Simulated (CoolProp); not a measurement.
A closed Brayton cycle with carbon dioxide: compressor inlet 321.15 K and 7.6 MPa, high pressure 15 MPa, turbine inlet 660 K, compressor efficiency 0.85, turbine efficiency 0.85, recuperator effectiveness 0.95 (on enthalpy, no pinch check). Each further row changes one setting.

The numbers come from the reference Helmholtz-energy equation of state, Span 1996 in CoolProp.

| case | thermal efficiency (%) | net work (kJ/kg) | compressor to turbine work | compressor exit (K) | turbine exit (K) |
|---|---|---|---|---|---|
| as stated | 24.8 | 33.8 | 0.49 | 378.2 | 591.6 |
| turbine inlet 610 K | 21.7 | 27.6 | 0.54 | 378.2 | 544.2 |
| compressor inlet 331.15 K | 23.2 | 29.6 | 0.56 | 391.7 | 591.6 |
| high pressure 12.8 MPa | 24.2 | 27.5 | 0.47 | 364.5 | 607.4 |
| recuperator effectiveness 0.5 | 13.7 | 33.8 | 0.49 | 378.2 | 591.6 |
